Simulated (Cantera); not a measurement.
Feed: 1 mol Ti(NMe2)4, 0.56 mol O2, a varied amount of H2, 4.5 mol CH4, equilibrated at 1498.15 K and 0.00500 bar.

Method: chemical equilibrium by Gibbs-energy minimisation in Cantera with the NASA 1993 tables (ideal gas, pure condensed phases). Candidate condensed phases: C, C6H6, C7H8, C8H18, H2O, Ti, TiC, TiN, TiO, TiO2, Ti2O3, Ti3O5, Ti4O7; 139 gas species. The feed counts by its element totals alone. TiC: taken at fixed stoichiometry. Rates play no part.

Q: At 33 mol H2, list the 6 most abundant gas species with their mole fractions, and the condensed phases.

A: H2 0.945, N2 0.0349, CO 0.0196, H 0.000237, HCN 0.000190, CH4 1.16e-5. Condensed: C(graphite) + TiC(s).
